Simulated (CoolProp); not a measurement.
Carbon monoxide at several states: fugacity coefficient from the reference equation and from simpler models built on Tc = -140.3 °C, pc = 3498 kPa, ω = 0.050; each cubic takes its own stable root.

Model: reference Helmholtz-energy equation of state, Lemmon 2006, in CoolProp. It is a short technical equation, of lower accuracy than the large ones.

| T (°C) | p (kPa) | phase | reference | van der Waals | Redlich-Kwong | Soave-Redlich-Kwong |
|---|---|---|---|---|---|---|
| -157.65 | 8670 | liquid | 0.1862 | 0.2644 | 0.1917 | 0.1894 |
| -176.95 | 14.9 | gas | 0.9964 | 0.9973 | 0.9964 | 0.9964 |
| -79.15 | 5900 | supercritical | 0.8478 | 0.8229 | 0.8407 | 0.8556 |
